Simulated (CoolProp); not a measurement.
Aqueous ethanol as a coolant, 24 % by mass, freezing at -14.5 °C, 1 atm.

Computed with CoolProp (Melinder's fits for secondary coolants).

```
T (°C)  conductivity (W/(m K))  Prandtl number  viscosity (mPa s)  cp (kJ/(kg K))
------  ----------------------  --------------  -----------------  --------------
-9                       0.420             104               10.2           4.297
-4.1                     0.424            76.2               7.51           4.301
0.8                      0.428               ?               5.69           4.302
5.7                      0.432            44.0               4.42           4.302
10.6                     0.436            34.7                  ?           4.301
15.5                         ?            27.9               2.85           4.299
20.4                     0.444            22.8               2.36           4.298
25.3                     0.448            19.0               1.98           4.297
30.2                     0.452            16.0               1.68           4.299
```

Question: Complete the blanks.

Answer: 
- 0.8, Prandtl number: 57.2
- 10.6, viscosity (mPa s): 3.51
- 15.5, conductivity (W/(m K)): 0.440
